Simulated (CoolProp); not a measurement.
Vapour-liquid equilibrium of nitrogen (1) + oxygen (2) at 117.2 K; x and y are mole fractions of (1).

The numbers come from the multi-fluid Helmholtz-energy mixture model, Span 2000 and Schmidt 1985; pair parameters Gernert 2013 in CoolProp.

Question: Give the bubble pressure and the first vapour's composition at x = 0.05, 0.55, 0.95. Is there an azeotrope?

Answer: x = 0.05: 0.9359 MPa, y = 0.108; x = 0.55: 1.567 MPa, y = 0.693; x = 0.95: 2.100 MPa, y = 0.968. No azeotrope shows between x = 0.05 and 0.95.

The pair parameters rest on a limited set of measurements; away from them the model extrapolates. The gap from Raoult's law changes sign with composition, which may be real or a fault of the pair parameters; it wasn't checked against measurements.
